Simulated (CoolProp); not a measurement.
The fluid at 298.15 K and 0.0588 MPa is compressed adiabatically to 0.171 MPa with isentropic efficiency 0.9. The same conditions are run with several fluids, on thermodynamics alone (safety and materials aside).

Model: reference Helmholtz-energy equation of state of each fluid (R123: Younglove 1994; sulfur dioxide: Gao 2016; R125: Lemmon 2005; C2F6 (R116): Lemmon 2006; R21: Platzer 1990), in CoolProp. The equations of Platzer and Polt are older, rougher fits.

```
fluid           work (kJ/kg)  final temperature (K)  final density (kg/m³)
--------------  ------------  ---------------------  ---------------------
R123                    19.3                  329.0                      …
sulfur dioxide             …                  377.8                   3.53
R125                    25.4                  330.4                      …
C2F6 (R116)             22.0                  326.6                      …
R21                     30.1                  349.0                   6.24
```

Q: Some entries are withheld; supply them.

A: 
- R123, final density (kg/m³): 10.1
- sulfur dioxide, work (kJ/kg): 50.7
- R125, final density (kg/m³): 7.61
- C2F6 (R116), final density (kg/m³): 8.81
